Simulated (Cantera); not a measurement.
Charge: 1 mol SiH₂Cl₂, 25 mol NH₃, held at 98.0 mbar.

Method: chemical equilibrium by Gibbs-energy minimisation in Cantera with the NASA 1993 tables (ideal gas, pure condensed phases). Candidate condensed phases: NH₄Cl, Si, Si₃N₄; 28 gas species. Gases not in the tables: Si₂H₆ and higher silanes. Equilibrium is a limit: real reactors are often held back by kinetics, nucleation or transport.

### Question
What share of the Si ends up in condensed phases as a function of T (°C), at 650, 750, 850, 950, 1050, 1150, 1250, 1350, 1450, 1550, 1650, 1750?

### Answer
```csv
T (°C),Si condensed (%),as
650,100.0,Si₃N₄(s)
750,100.0,Si₃N₄(s)
850,100.0,Si₃N₄(s)
950,100.0,Si₃N₄(s)
1050,100.0,Si₃N₄(s)
1150,99.8,Si₃N₄(s)
1250,99.2,Si₃N₄(s)
1350,97.4,Si₃N₄(s)
1450,92.8,Si₃N₄(s)
1550,84.0,Si₃N₄(s)
1650,79.6,Si(l)
1750,77.7,Si(l)
```
